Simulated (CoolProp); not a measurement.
Saturated liquid density (kg/m³) of R114: the reference equation beside estimates from Tc = 420.6 K, pc = 3.352 MPa, ω = 0.252. Rackett uses Z = 0.29056 − 0.08775 ω.

The numbers come from the reference Helmholtz-energy equation of state, Platzer 1990 in CoolProp. This equation is an older, rougher fit; its heat capacities, sound speeds and derivatives of the liquid may be far off and weren't checked against measurements.

```csv
T (K),reference,Rackett,van der Waals,Redlich-Kwong
311,1414,1495,…,1296
317.9,1392,1470,…,1270
324.8,1368,1445,871.8,1242
331.7,1344,1419,855.9,1214
338.7,1318,1392,839.1,1184
345.6,1292,1363,821.7,1152
352.5,1264,1334,803.5,1119
359.4,1235,…,784.3,1085
366.4,1203,1270,763.6,1048
373.3,1170,1235,741.8,1009
```

### Question
Fill in the missing entries.

### Answer

- 311, van der Waals: 901.8
- 317.9, van der Waals: 887.1
- 359.4, Rackett: 1303

Absolute difference from the reference over all 10 rows, mean and median: Rackett 5.6 and 5.6 %, van der Waals 36.4 and 36.4 %, Redlich-Kwong 10.7 and 10.5 %.
